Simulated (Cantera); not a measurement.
Feed: 1 mol SiCl4, 7.7 mol H2, held at 1350 °C and 1 atm.

Method: chemical equilibrium by Gibbs-energy minimisation in Cantera with the NASA 1993 tables (ideal gas, pure condensed phases). Candidate condensed phases: Si; 19 gas species. The tables' values for SiCl3 are old estimates; treat these amounts as uncertain. The numbers say what is thermodynamically allowed, not how fast it happens.

Base state: H2 0.726, HCl 0.169, SiCl2 0.0718, SiCl3 0.0172, SiCl4 0.00959, SiHCl3 0.00639, SiH2Cl2 0.000720, H 5.86e-5 (mole fractions); condensed: gas only.

Task: What changes in the equilibrium state with this change: temperature from 1350 °C to 802 °C?

Result: 
| species | before | after |
|---|---|---|
| H2 | 0.726 | 0.853 |
| SiCl4 | 0.00959 | 0.0842 |
| HCl | 0.169 | 0.0320 |
| SiCl2 | 0.0718 | 0.000308 |
| SiCl3 | 0.0172 | 0.00128 |
| SiHCl3 | 0.00639 | 0.0279 |
| Cl | 1.07e-5 | <1e-9 |
| H | 5.86e-5 | 1.35e-8 |
| SiH3Cl | 2.43e-5 | 1.10e-5 |

Task: What changes in the equilibrium state with this change: SiCl4 replaced by Si?

Result: 
```csv
species,before,after
H2,0.726,1.000
H,5.86e-5,6.88e-5
HCl,0.169,0
SiCl2,0.0718,0
SiCl3,0.0172,0
SiCl4,0.00959,0
SiHCl3,0.00639,0
SiH2Cl2,0.000720,0
SiH3Cl,2.43e-5,0
Cl,1.07e-5,0
"Si(s), mol",0,1.000
```

Task: What changes in the equilibrium state with this change: temperature from 1350 °C to 1427 °C?

Result: 
```json
[
 {"species": "H2", "before": "0.726", "after": "0.713"},
 {"species": "HCl", "before": "0.169", "after": "0.182"},
 {"species": "SiCl2", "before": "0.0718", "after": "0.0814"},
 {"species": "SiCl3", "before": "0.0172", "after": "0.0142"},
 {"species": "SiCl", "before": "4.47e-6", "after": "1.15e-5"},
 {"species": "Cl", "before": "1.07e-5", "after": "2.45e-5"},
 {"species": "H", "before": "5.86e-5", "after": "0.000124"},
 {"species": "SiCl4", "before": "0.00959", "after": "0.00488"}
]
```
The tables' values for SiCl3, SiCl are old estimates; treat these amounts as uncertain.
